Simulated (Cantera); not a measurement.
A perfectly stirred reactor is fed with CO : O₂ : H₂O : N₂ = 0.001 : 0.0025 : 0.00031 : 1 (molar parts), equivalence ratio 0.20, at 7500 Torr; it is held at 1025 K, and followed from long to short residence time.

Computed with Cantera and GRI-Mech 3.0 (53 species, 325 reactions).

Q: What does this change do: temperature 1025 to 1350 K?

A: 
```
quantity                 before     after
---------------------  --------  --------
x(CO) at τ = 6.50 s    0.000716   5.88e-6
x(O₂) at τ = 6.50 s     0.00235   0.00200
x(H₂O) at τ = 6.50 s   0.000309  0.000308
x(OH) at τ = 6.50 s     1.37e-9   9.14e-7
x(HO₂) at τ = 6.50 s    1.33e-7   2.88e-8
x(CO) at τ = 16.0 ms   0.000996  0.000493
x(O₂) at τ = 16.0 ms    0.00249   0.00224
x(H₂O) at τ = 16.0 ms  0.000309  0.000306
x(OH) at τ = 16.0 ms   3.34e-12   2.09e-6
x(HO₂) at τ = 16.0 ms  3.54e-10   8.40e-7
```
